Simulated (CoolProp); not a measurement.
Sulfur hexafluoride along the isobar 4740 kPa: Z from the reference equation and from simpler models built on Tc = 318.7 K, pc = 3755 kPa, ω = 0.210; each cubic takes its own stable root.

Model: reference Helmholtz-energy equation of state, Guder 2009, in CoolProp.

```json
[
 {"T (K)": "297", "phase": "liquid", "reference": "0.1959"},
 {"T (K)": "304.3", "phase": "liquid", "reference": "0.2009"},
 {"T (K)": "311.6", "phase": "liquid", "reference": "0.2090"},
 {"T (K)": "318.9", "phase": "supercritical", "reference": "0.2240"},
 {"T (K)": "326.2", "phase": "supercritical", "reference": "0.2642"},
 {"T (K)": "333.5", "phase": "supercritical", "reference": "0.4146"},
 {"T (K)": "340.8", "phase": "supercritical", "reference": "0.5231"},
 {"T (K)": "348.1", "phase": "supercritical", "reference": "0.5896"},
 {"T (K)": "355.4", "phase": "supercritical", "reference": "0.6382"},
 {"T (K)": "362.6", "phase": "supercritical", "reference": "0.6762"},
 {"T (K)": "369.9", "phase": "supercritical", "reference": "0.7081"},
 {"T (K)": "377.2", "phase": "supercritical", "reference": "0.7352"},
 {"T (K)": "384.5", "phase": "supercritical", "reference": "0.7586"},
 {"T (K)": "391.8", "phase": "supercritical", "reference": "0.7792"},
 {"T (K)": "399.1", "phase": "supercritical", "reference": "0.7974"},
 {"T (K)": "406.4", "phase": "supercritical", "reference": "0.8136"}
]
```

How far does each simpler model (Redlich-Kwong, Peng-Robinson) lie from the reference over these 16 states: mean and median of the absolute difference, and the worst?


- Redlich-Kwong: mean 7.5 %, median 4.2 %, worst +17.6 % at 318.9 K and 4740 kPa
- Peng-Robinson: mean 3.2 %, median 2.9 %, worst +9.8 % at 326.2 K and 4740 kPa
